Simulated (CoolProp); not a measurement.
Vapour pressure (bar) of n-octane: the reference equation beside estimates from Tc = 568.7 K, pc = 24.84 bar, ω = 0.398. Clausius-Clapeyron is anchored at 328.1 K with a constant enthalpy of vaporisation of 39.51 kJ/mol.

Values from CoolProp's reference Helmholtz-energy equation of state, Beckmüller 2019.

```tsv
T (K)	reference	Lee-Kesler	Clausius-Clapeyron	van der Waals	Redlich-Kwong	Soave-Redlich-Kwong	Peng-Robinson
328.1	0.08412	0.08144	0.08412	1.713	0.3325	0.08243	0.08628
348.8	0.1981	0.1940	0.1987	2.445	0.6377	0.1952	0.2007
369.6	0.4169	0.4124	0.4277	3.370	1.122	0.4132	0.4192
390.4	0.7978	0.7959	0.8485	4.502	1.837	0.7955	0.7988
411.2	1.412	1.417	1.570	5.859	2.836	1.416	1.412
431.9	2.340	2.355	2.733	7.449	4.167	2.359	2.339
452.7	3.684	3.713	4.530	9.301	5.892	3.731	3.687
473.5	5.550	5.590	7.184	11.42	8.057	5.640	5.567
494.3	8.058	8.103	10.96	13.82	10.71	8.208	8.101
515.1	11.35	11.39	16.16	16.51	13.89	11.56	11.43
535.8	15.56	15.60	23.08	19.48	17.63	15.82	15.69
```

Absolute difference from the reference over all 11 rows, mean and median: Lee-Kesler 0.9 and 0.6 %, Clausius-Clapeyron 19.7 and 16.8 %, van der Waals 470.6 and 218.3 %, Redlich-Kwong 106.3 and 78.1 %, Soave-Redlich-Kwong 1.3 and 1.5 %, Peng-Robinson 0.6 and 0.5 %.
